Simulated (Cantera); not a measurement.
An isothermal, constant-pressure homogeneous reactor starts with NH3 : H2 = 1 : 2.2 (molar parts), at 2025 K and 135 Torr. Integrator tolerance rtol = 1e-08.

Cantera simulation using the gas-phase N/H chemistry of the illustrative SiF4/NH3 mechanism in the Surface Chemkin manual (1991); the numbers are that mechanism's predictions, not measurements. Walls and surfaces, which speed up NH3 decomposition in real reactors, are not modelled.

Task: What does this change do: temperature 2025 to 1425 K?

Result: 
| quantity | before | after |
|---|---|---|
| x(NH3) at 4.00 s | 5.24e-5 (gas-phase equilibrium 9.79e-7) | 0.312 (gas-phase equilibrium 3.97e-6) |
| x(H2) at 4.00 s | 0.877 (gas-phase equilibrium 0.877) | 0.688 (gas-phase equilibrium 0.881) |
| x(N2) at 4.00 s | 0.119 (gas-phase equilibrium 0.119) | 0.000359 (gas-phase equilibrium 0.119) |
| x(NH2) at 4.00 s | 7.50e-7 (gas-phase equilibrium 1.40e-8) | 9.91e-6 (gas-phase equilibrium 1.41e-10) |
| x(N2H2) at 4.00 s | 8.02e-12 (gas-phase equilibrium <1e-12) | 2.69e-8 (gas-phase equilibrium <1e-12) |
| x(H) at 4.00 s | 0.00427 (gas-phase equilibrium 0.00428) | 1.06e-5 (gas-phase equilibrium 1.52e-5) |
